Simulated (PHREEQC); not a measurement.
Copper plating or etch bath: an equilibrium model

Dissolve 0.003 mol/kgw Cu(NO3)2, 0.0029 mol/kgw H2SO4 and 0.048 mol/kgw H3BO3 at 2.7 °C. Closed to the air; pH follows from the charge balance.

All values are PHREEQC results (ion-association model, phreeqc.dat), not measurements.

```
Item                          Result
--------------------  --------------
pH                              2.32
ionic strength        0.0153 mol/kgw
specific conductance      1450 µS/cm
total alkalinity        -5.80 meq/kg
```

```
species  molality  activity   log γ
-------  --------  --------  ------
H3BO3      0.0480    0.0482   0.002
NO3-      0.00600   0.00529  -0.054
H+        0.00536   0.00483  -0.045
Cu+2      0.00263   0.00167  -0.196
SO4-2     0.00208   0.00130  -0.204
HSO4-    0.000445  0.000395  -0.052
CuSO4    0.000374  0.000376   0.002
H2BO3-    4.17e-9   3.70e-9  -0.052
CuOH+     3.90e-9   3.45e-9  -0.053
```

Precipitation was switched off in this run. Constants without temperature data keep their 25 °C values here.
